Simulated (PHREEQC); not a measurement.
Make-up at 90 °C: 0.0011 mol H2SO4, 0.036 mol Li2SO4 and 0.3 mol MnSO4 per kg of water. Closed to the air; pH follows from the charge balance.

Equilibrium calculation in PHREEQC: ion-association model, wateq4f.dat.

| Quantity | Result |
|---|---|
| pH | 3.95 |
| ionic strength | 0.491 mol/kgw |
| activity of water | 0.991 |
| total alkalinity | -2.20 meq/kg |

| species | molality | activity | log γ |
|---|---|---|---|
| MnSO4 | 0.201 | 0.225 | 0.049 |
| SO4-2 | 0.128 | 0.0218 | -0.768 |
| Mn+2 | 0.0991 | 0.0210 | -0.675 |
| Li+ | 0.0655 | 0.0444 | -0.169 |
| LiSO4- | 0.00650 | 0.00423 | -0.187 |
| HSO4- | 0.00205 | 0.00130 | -0.198 |
| H+ | 0.000151 | 0.000112 | -0.130 |
| MnOH+ | 5.69e-7 | 3.70e-7 | -0.187 |
| OH- | 5.50e-9 | 3.29e-9 | -0.224 |

This is a speciation only: nothing precipitates in the calculation. Complexes and solids missing from the database can't appear. At this temperature some constants are extrapolated from 25 °C, and those without enthalpy data are left unchanged.
